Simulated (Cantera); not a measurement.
Charge: 1 mol MgO, 0.72 mol CH4, 1.4 mol H2, at 35.0 mbar.

Method: chemical equilibrium by Gibbs-energy minimisation in Cantera with the NASA 1993 tables (ideal gas, pure condensed phases). Candidate condensed phases: C, C6H6, C7H8, C8H18, H2O, Mg, MgCO3, MgO, Mg(OH)2; 116 gas species. Rates play no part.

### Question
Which condensed phases are stable at each of these points (T (K)): 1498, 1598, 1698, 1798, 1898, 1998, 2098, 2198, 2298, 2398, 2498?

### Answer
```json
[
 {"T (K)": "1498", "condensed phases": "C(graphite) + MgO(s)", "Mg condensed (%)": "93.7"},
 {"T (K)": "1598", "condensed phases": "C(graphite) + MgO(s)", "Mg condensed (%)": "64.5"},
 {"T (K)": "1698", "condensed phases": "MgO(s)", "Mg condensed (%)": "28.0"},
 {"T (K)": "1798", "condensed phases": "MgO(s)", "Mg condensed (%)": "28.0"},
 {"T (K)": "1898", "condensed phases": "MgO(s)", "Mg condensed (%)": "27.8"},
 {"T (K)": "1998", "condensed phases": "MgO(s)", "Mg condensed (%)": "27.2"},
 {"T (K)": "2098", "condensed phases": "MgO(s)", "Mg condensed (%)": "25.1"},
 {"T (K)": "2198", "condensed phases": "MgO(s)", "Mg condensed (%)": "19.0"},
 {"T (K)": "2298", "condensed phases": "MgO(s)", "Mg condensed (%)": "4.8"},
 {"T (K)": "2398", "condensed phases": "gas only", "Mg condensed (%)": "0.0"},
 {"T (K)": "2498", "condensed phases": "gas only", "Mg condensed (%)": "0.0"}
]
```

From 1498 K to 1598 K the condensed part is C(graphite) + MgO(s). From 1698 K to 2298 K the condensed part is MgO(s). From 2398 K to 2498 K nothing is condensed.
